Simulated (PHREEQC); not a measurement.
Model water analysis in mg/L, 20 °C, pH 6.11, pe 10.1:

| constituent | mg/L |
|---|---|
| Na | 2.72 |
| K | 2.3 |
| Ca | 1.09 |
| Mg | 1.1 |
| Cl | 2.88 |
| S(6) as SO4 | 5.43 |
| Alkalinity as HCO3 | 7.91 |
| Li | 0.000695 |
| Si as SiO2 | 0.0204 |
| Cu(2) | 0.00288 |
| Ni | 0.0114 |

Valence states are taken as typed.

Equilibrium calculation in PHREEQC: ion-association model, wateq4f.dat.

Precipitation was switched off in this run.

Question: What charge-balance error does the model give?

Answer: charge-balance error -0.2 %.

Question: In which forms is C present?

Answer: CO2 65 %, HCO3- 35 % of the C.
